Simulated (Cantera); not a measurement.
A closed system holds: 1 mol PbO, 1.5 mol C, 0.13 mol H₂, at 0.0620 bar.

Cantera equilibrium calculation (NASA polynomials, part measured and part estimated; ideal gas, pure solids and liquids). Candidate condensed phases: C, C₆H₆, C₇H₈, C₈H₁₈, H₂O, Pb, PbO, PbO₂, Pb₃O₄; 113 gas species. The numbers say what is thermodynamically allowed, not how fast it happens.

### Question
What share of the Pb ends up in condensed phases as a function of T (K), at 1150, 1300, 1450, 1600, 1750, 1900, 2050, 2200, 2350?

### Answer
```
T (K)  Pb condensed (%)     as
-----  ----------------  -----
1150               99.5  Pb(l)
1300               95.0  Pb(l)
1450               64.2  Pb(l)
1600                0.0      -
1750                0.0      -
1900                0.0      -
2050                0.0      -
2200                0.0      -
2350                0.0      -
```
